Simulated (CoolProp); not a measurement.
Isobutane at several states: density (kg/m³) from the reference equation and from simpler models built on Tc = 407.8 K, pc = 36.29 bar, ω = 0.184; each cubic takes its own stable root.

Computed with CoolProp (reference Helmholtz-energy equation of state, Bücker 2006).

```tsv
T (K)	p (bar)	phase	reference	van der Waals	Redlich-Kwong	Soave-Redlich-Kwong	Peng-Robinson
355.4	11	gas	26.73	25.25	26.26	[?]	[?]
250.5	1.04	liquid	[?]	[?]	[?]	[?]	642.9
447.9	0.288	gas	0.4504	0.4503	0.4504	0.4504	0.4505
```

Q: What belongs in the gaps?

A: 
- 355.4, Soave-Redlich-Kwong: 26.53
- 355.4, Peng-Robinson: 26.95
- 250.5, reference: 605.8
- 250.5, van der Waals: 2.982
- 250.5, Redlich-Kwong: 558.0
- 250.5, Soave-Redlich-Kwong: 569.2

At some of these states van der Waals gives the other phase, because its saturation line lies elsewhere.
